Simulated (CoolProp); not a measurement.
A simple Rankine cycle with water: condensing at 326.15 K, boiler at 3.82 MPa, turbine inlet 525.7 K, turbine efficiency 0.65, pump efficiency 0.7, no recuperator. Each further row changes one setting.

Computed with CoolProp (reference Helmholtz-energy equation of state, Wagner 2002).

```json
[
 {"case": "as stated", "thermal efficiency (%)": "20.9", "net work (kJ/kg)": "543", "heat in (kJ/kg)": "2590", "turbine exit temperature (K)": "326.1", "volume ratio over the turbine": "170"},
 {"case": "turbine inlet 545.7 K", "thermal efficiency (%)": "21.0", "net work (kJ/kg)": "560", "heat in (kJ/kg)": "2660", "turbine exit temperature (K)": "326.1", "volume ratio over the turbine": "162"},
 {"case": "condensing temperature 318.15 K", "thermal efficiency (%)": "21.7", "net work (kJ/kg)": "571", "heat in (kJ/kg)": "2630", "turbine exit temperature (K)": "318.1", "volume ratio over the turbine": "246"},
 {"case": "boiler pressure 2.67 MPa", "thermal efficiency (%)": "19.9", "net work (kJ/kg)": "528", "heat in (kJ/kg)": "2650", "turbine exit temperature (K)": "326.1", "volume ratio over the turbine": "115"},
 {"case": "turbine efficiency 0.55", "thermal efficiency (%)": "17.7", "net work (kJ/kg)": "458", "heat in (kJ/kg)": "2590", "turbine exit temperature (K)": "326.1", "volume ratio over the turbine": "177"}
]
```

The expansion ends wet for: as stated; turbine inlet 545.7 K; condensing temperature 318.15 K; boiler pressure 2.67 MPa; turbine efficiency 0.55.
